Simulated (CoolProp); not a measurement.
Aqueous methanol as a coolant, at 27 °C, 1 atm.

Computed with CoolProp (Melinder's fits for secondary coolants).

```csv
mass %,freezing point (°C),density (kg/m³),cp (kJ/(kg K)),viscosity (mPa s),Prandtl number
4.1,-2.4,989.3,4.189,0.945,6.78
9.5,-6.2,980.4,4.185,1.07,8.16
15,-10.6,971.9,4.153,1.20,9.62
20.4,-15.5,963.5,4.109,1.31,11.1
25.8,-21.0,954.9,4.056,1.41,12.4
31.3,-27.2,945.8,3.991,1.47,13.6
36.7,-34.1,936.4,3.911,1.50,14.5
42.1,-41.8,926.5,3.812,1.50,15.0
47.6,-50.4,915.9,3.692,1.47,15.2
53,-59.7,904.8,3.565,1.42,15.1
```
